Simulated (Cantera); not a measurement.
Cantera run:

```python
import numpy as np
import cantera as ct

gas_names = """
    CL CL2 N N2 Si SiCL SiCL2 SiCL3 SiCL4 SiN Si2 Si2N Si3
""".split()
cond_names = """
    Si(cr) Si(L) Si3N4(a)
""".split()


# ... load() reads the species with a 1 bar reference pressure and builds the phases ...
atoms = {
    'SiCl4': {'Si': 1, 'CL': 4},
    'N2': {'N': 2},
}
top_T = {'Si3N4(a)': 2400}  # K; cautious upper limits of use, not melting points


# ... equilibrate(T, P, feed) seeds the gas with the atoms and calls Mixture.equilibrate('TP', solver="vcs", rtol=1e-11, max_steps=5000) ...
results = []
feed = {'SiCl4': 1, 'N2': 38}  # mol
T = 1098.15  # K
P = 1000  # Pa
mix = equilibrate(T, P, feed)
results.append((T, P, feed, dict(zip(mix.species_names, mix.species_moles))))
x = sorted(zip(gas.X, gas.species_names), reverse=True)
print(f"T = {T:g} K  P = {P:g} Pa  gas = {mix.phase_moles(0):.4g} mol")
print("   x: " + "  ".join(f"{s} {v:.3e}" for v, s in x if v > 0.0001))
print("   condensed (mol): " + ("  ".join(f"{mix.phase(i).name} {mix.phase_moles(i):.4g}"
      for i in range(1, mix.n_phases) if mix.phase_moles(i) > 1e-12) or "none"))
```

Output:

```
T = 1098.15 K  P = 1000 Pa  gas = 39 mol
   x: N2 9.744e-01  SiCL4 2.563e-02
   condensed (mol): none
```

Equilibrium computed with Cantera from the NASA thermochemical tables; the gas is ideal and each condensed phase is pure.
